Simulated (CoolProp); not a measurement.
n-heptane at several states: fugacity coefficient from the reference equation and from simpler models built on Tc = 268.1 °C, pc = 2.774 MPa, ω = 0.349; each cubic takes its own stable root.

The numbers come from the reference Helmholtz-energy equation of state, Span 2003 in CoolProp. It is a short technical equation, of lower accuracy than the large ones.

```json
[
 {"T (°C)": "127.75", "p (MPa)": "0.0992", "phase": "gas", "reference": "?", "van der Waals": "0.9786", "Soave-Redlich-Kwong": "0.9680", "Peng-Robinson": "?"},
 {"T (°C)": "71.15", "p (MPa)": "12", "phase": "liquid", "reference": "0.006526", "van der Waals": "0.07168", "Soave-Redlich-Kwong": "?", "Peng-Robinson": "0.006492"},
 {"T (°C)": "9.45", "p (MPa)": "0.0355", "phase": "liquid", "reference": "0.07486", "van der Waals": "0.9833", "Soave-Redlich-Kwong": "?", "Peng-Robinson": "0.07756"},
 {"T (°C)": "166.35", "p (MPa)": "5.12", "phase": "liquid", "reference": "?", "van der Waals": "0.2471", "Soave-Redlich-Kwong": "0.1170", "Peng-Robinson": "0.1114"},
 {"T (°C)": "97.05", "p (MPa)": "15.9", "phase": "liquid", "reference": "?", "van der Waals": "0.1003", "Soave-Redlich-Kwong": "0.01447", "Peng-Robinson": "0.01307"}
]
```

Question: Complete the blanks.

Answer: 
- 127.75, reference: 0.9629
- 127.75, Peng-Robinson: 0.9663
- 71.15, Soave-Redlich-Kwong: 0.006942
- 9.45, Soave-Redlich-Kwong: 0.07214
- 166.35, reference: 0.1109
- 97.05, reference: 0.01322

At some of these states van der Waals gives the other phase, because its saturation line lies elsewhere.
